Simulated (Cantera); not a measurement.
A Cantera script and its output.

```python
import numpy as np
import cantera as ct

gas = ct.Solution("gri30.yaml")
gas.TPX = 1698, 1100000, {'CH4': 1, 'C2H6': 0.16, 'O2': 3.71, 'N2': 14}
reactor = ct.IdealGasConstPressureReactor(gas, energy="on", clone=False)
net = ct.ReactorNet([reactor])
net.rtol, net.atol = 1e-08, 1e-16
show = ['CH4', 'C2H6', 'O2', 'O', 'NO2', 'C2H4']
times = np.geomspace(6e-06, 0.2, 14)

steps = ct.SolutionArray(gas, extra=["t"])
rows = []
print(f"{'t/s':>10s}{'T/K':>9s}{'P/Pa':>11s}" + "".join(f"{s:>11s}" for s in show))
for t in times:
    while net.time < t:
        t_next = net.step()
        steps.append(gas.state, t=t_next)
    rows.append([np.interp(t, steps.t, y) for y in (steps.T, steps.P, *steps(*show).X.T)])
    print(f"{t:10.3e}{rows[-1][0]:9.1f}{rows[-1][1]:11.4g}" + "".join(f"{x:11.3e}" for x in rows[-1][2:]))
rate = np.gradient(steps.T, steps.t)
print("integrator steps:", len(steps.t))
if steps.T.max() > steps.T[0] + 200:
    print(f"time of steepest temperature rise: {steps.t[rate.argmax()]:.4e} s")
gas.TPX = 1698, 1100000, {'CH4': 1, 'C2H6': 0.16, 'O2': 3.71, 'N2': 14}
gas.equilibrate("HP")
print(f"equilibrium (HP): T = {gas.T:.1f} K  " + "  ".join(f"{s} {gas[s].X[0]:.3e}" for s in show))
```

Output:

```
       t/s      T/K       P/Pa        CH4       C2H6         O2          O        NO2       C2H4
 6.000e-06   1752.9    1.1e+06  4.308e-02  3.904e-03  1.848e-01  3.585e-05  5.803e-11  4.154e-03
 1.337e-05   2742.2    1.1e+06  1.526e-15  1.376e-28  6.389e-02  7.148e-03  3.279e-07  1.226e-22
 2.978e-05   2835.3    1.1e+06  4.650e-16  3.098e-30  6.111e-02  4.683e-03  1.437e-06  2.747e-24
 6.636e-05   2832.7    1.1e+06  4.635e-16  3.074e-30  6.013e-02  4.589e-03  3.826e-06  2.710e-24
 1.478e-04   2827.2    1.1e+06  4.620e-16  3.057e-30  5.833e-02  4.425e-03  8.191e-06  2.659e-24
 3.294e-04   2819.5    1.1e+06  4.597e-16  3.031e-30  5.577e-02  4.198e-03  1.423e-05  2.585e-24
 7.339e-04   2813.2    1.1e+06  4.580e-16  3.010e-30  5.375e-02  4.022e-03  1.886e-05  2.527e-24
 1.635e-03   2811.6    1.1e+06  4.576e-16  3.005e-30  5.323e-02  3.977e-03  2.002e-05  2.513e-24
 3.643e-03   2811.6    1.1e+06  4.576e-16  3.005e-30  5.321e-02  3.976e-03  2.006e-05  2.513e-24
 8.117e-03   2811.6    1.1e+06  4.576e-16  3.005e-30  5.321e-02  3.976e-03  2.006e-05  2.513e-24
 1.808e-02   2811.6    1.1e+06  4.576e-16  3.005e-30  5.321e-02  3.976e-03  2.006e-05  2.513e-24
 4.029e-02   2811.6    1.1e+06  4.576e-16  3.005e-30  5.321e-02  3.976e-03  2.006e-05  2.513e-24
 8.977e-02   2811.6    1.1e+06  4.576e-16  3.005e-30  5.321e-02  3.976e-03  2.006e-05  2.513e-24
 2.000e-01   2811.6    1.1e+06  4.576e-16  3.005e-30  5.321e-02  3.976e-03  2.006e-05  2.513e-24
integrator steps: 1644
time of steepest temperature rise: 9.3754e-06 s
equilibrium (HP): T = 2811.6 K  CH4 6.248e-16  C2H6 5.173e-30  O2 5.321e-02  O 3.976e-03  NO2 2.006e-05  C2H4 2.915e-24
```

Computed with Cantera and GRI-Mech 3.0 (53 species, 325 reactions).
